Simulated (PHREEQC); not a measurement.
Consider water at 25 °C with 0.0041 mol KH2PO4 and 0.087 mol KOH per kg of water. Closed to the air; pH follows from the charge balance.

All values are PHREEQC results (ion-association model, phreeqc.dat), not measurements.

| quantity | before | after |
|---|---|---|
| pH | 12.78 | 12.14 |
| PO4-3 (mol/kgw) | 0.00373 | 0.000456 |
| KHPO4- (mol/kgw) | 2.21e-5 | 7.32e-6 |
| H2PO4- (mol/kgw) | 4.41e-10 | 2.77e-9 |

Q: Name the change that produced these shifts.
A) KH2PO4 from 0.0041 to 0.00615 mol/kgw
B) temperature from 25 to 10 °C
C) KOH from 0.087 to 0.0174 mol/kgw
D) diluted 5-fold with water

A: D, diluted 5-fold with water

This is a speciation only: nothing precipitates in the calculation.
